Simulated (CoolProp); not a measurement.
Vapour-liquid equilibrium of propane (1) + R113 (2) at 17.85 °C; x and y are mole fractions of (1).

Computed with CoolProp (multi-fluid Helmholtz-energy mixture model, Lemmon 2009 and Marx 1992; pair parameters Bell 2016).

Q: Give the bubble pressure and the first vapour's composition at x = 0.05, 0.5, 0.65. Is there an azeotrope?

A: x = 0.05: 0.07756 MPa, y = 0.580; x = 0.5: 0.4289 MPa, y = 0.949; x = 0.65: 0.5305 MPa, y = 0.967. No azeotrope shows between x = 0.05 and 0.95.

The pair parameters rest on a limited set of measurements; away from them the model extrapolates. The gap from Raoult's law changes sign with composition, which may be real or a fault of the pair parameters; it wasn't checked against measurements.
